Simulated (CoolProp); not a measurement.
Vapour-liquid equilibrium of isopentane (1) + R365MFC (2) at 404.9 K; x and y are mole fractions of (1).

Computed with CoolProp (multi-fluid Helmholtz-energy mixture model, Lemmon 2006 and Lemmon 2016; pair parameters Bell 2016).

### Question
Give the bubble pressure and the first vapour's composition at x = 0.125, 0.725, 0.875. Is there an azeotrope?

### Answer
x = 0.125: 1.382 MPa, y = 0.205; x = 0.725: 1.633 MPa, y = 0.683; x = 0.875: 1.533 MPa, y = 0.818. y crosses x between x = 0.575 and 0.65: the model has an azeotrope there.

Pair parameters are fitted to limited data, so mixtures are less certain than the pure fluids.
